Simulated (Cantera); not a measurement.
A Cantera script and what it prints.

```python
import numpy as np
import cantera as ct

gas_names = """
    CL CL2 H HCL H2 Si SiCL SiCL2 SiCL3 SiCL4 SiH SiHCL3 SiH2 SiH2CL2 SiH3 SiH3CL SiH4 Si2 Si3
""".split()
cond_names = """
    Si(cr) Si(L)
""".split()


# ... load() reads the species with a 1 bar reference pressure and builds the phases ...
atoms = {
    'Si': {'Si': 1},
    'HCl': {'H': 1, 'CL': 1},
    'H2': {'H': 2},
}
top_T = {}  # K; cautious upper limits of use, not melting points


# ... equilibrate(T, P, feed) seeds the gas with the atoms and calls Mixture.equilibrate('TP', solver="vcs", rtol=1e-11, max_steps=5000) ...
results = []
feed = {'Si': 1, 'HCl': 3.5, 'H2': 0.37}  # mol
T = 1100  # K
P = 2600000  # Pa
mix = equilibrate(T, P, feed)
results.append((T, P, feed, dict(zip(mix.species_names, mix.species_moles))))
print(gas.report(threshold=1e-06))
for i in range(1, mix.n_phases):
    print(f"{mix.phase(i).name:16s} {mix.phase_moles(i):12.5e} mol")
```

It prints:

```
       temperature   1100 K
          pressure   2.6e+06 Pa
           density   15.474 kg/m^3
  mean mol. weight   54.432 kg/kmol
   phase of matter   gas

                          1 kg             1 kmol
                     ---------------   ---------------
          enthalpy        -2.898e+06       -1.5774e+08  J
   internal energy        -3.066e+06       -1.6689e+08  J
           entropy            4543.5        2.4731e+05  J/K
    Gibbs function       -7.8958e+06       -4.2979e+08  J
 heat capacity c_p            1028.1             55964  J/K
 heat capacity c_v            875.39             47650  J/K

                      mass frac. Y      mole frac. X     chem. pot. / RT
                     ---------------   ---------------   ---------------
               HCL         0.0075196          0.011227           -35.849
                H2          0.023734           0.64082           -14.935
             SiCL2        0.00060241        0.00033127           -60.818
             SiCL3         0.0050997         0.0020649           -89.199
             SiCL4           0.55907           0.17913           -117.58
            SiHCL3           0.37524            0.1508           -96.667
           SiH2CL2          0.028236          0.015217           -75.752
            SiH3CL        0.00049778        0.00040709           -54.838
              SiH4         2.752e-06        4.6641e-06           -33.924
     [  +10 minor]        5.5817e-10        4.9135e-09

Si(cr)            0.00000e+00 mol
```

These are equilibrium values from Cantera (NASA tables, ideal gas, pure condensed phases), not measurements of a reactor. The tables' values for SiCl3 are old estimates; treat these amounts as uncertain.
